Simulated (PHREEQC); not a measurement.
A solution holds 0.011 mol FeSO4 and 0.047 mol CaCl2 per kg of water, at 25 °C. Closed to the air; pH follows from the charge balance.

Model: ion-association model, phreeqc.dat, run in PHREEQC.

Precipitation was switched off in this run.

**Question.** What pH, ionic strength, specific conductance does the model give?

**Answer.** pH 6.01; ionic strength 0.163 mol/kgw; specific conductance 10200 µS/cm.

**Question.** In which forms is S present?

**Answer.** SO4-2 51 %, CaSO4 40 %, FeSO4 9.2 % of the S.
